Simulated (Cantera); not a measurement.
Charge: 1 mol Al₂O₃, 6.9 mol H₂, at 1800 °C and 1.33 mbar.

Method: chemical equilibrium by Gibbs-energy minimisation in Cantera with the NASA 1993 tables (ideal gas, pure condensed phases). Candidate condensed phases: Al, Al₂O₃, H₂O; 19 gas species. The tables' values for AlOH are old estimates; treat these amounts as uncertain. Equilibrium is a limit: real reactors are often held back by kinetics, nucleation or transport.

Base state: H₂ 0.927, H 0.0694, H₂O 0.00227, Al 0.00123, Al₂O 0.000185, AlOH 9.08e-5, OH 1.93e-5, AlO 1.33e-5 (mole fractions); condensed: Al₂O₃(s).

**Question.** What changes in the equilibrium state with this change: temperature from 1800 °C to 1900 °C?

**Answer.** 
```tsv
species	before	after
H₂	0.927	0.868
H	0.0694	0.123
H₂O	0.00227	0.00496
Al	0.00123	0.00265
AlO	1.33e-5	6.52e-5
OH	1.93e-5	9.43e-5
Al₂O	0.000185	0.000458
AlOH	9.08e-5	0.000217
AlH	1.04e-5	1.78e-5
Al₂O₃(s), mol	0.994	0.986
```
